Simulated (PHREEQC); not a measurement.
# Acid mine or pickling water

Model water analysis in mmol/kgw, 25 °C, pH 4.03, pe 9:

```
constituent  mmol/kgw
-----------  --------
Na               1.75
K              0.0156
Ca               4.72
Mg               1.15
Cl               3.96
S(6)             4.74
Zn            0.00239
Sr            0.00205
N(5)           0.0318
B              0.0823
Fe(3)           0.046
Al            0.00469
```

Na is adjusted to close the charge balance.
Valence states are taken as typed.

The numbers come from PHREEQC with the ion-association model, phreeqc.dat.

This is a speciation only: nothing precipitates in the calculation.

Problem. Predict the ionic strength.

Solution. ionic strength 0.0196 mol/kgw.

Problem. In which forms is Al present?

Solution. AlSO4+ 68 %, Al+3 26 %, Al(SO4)2- 4.5 %, AlOH+2 1.6 % of the Al.

Saturation is exceeded, for instance for Jarosite-K, Fe(OH)3(a); the values hold only as long as no solid forms. Complexes and solids missing from the database can't appear.
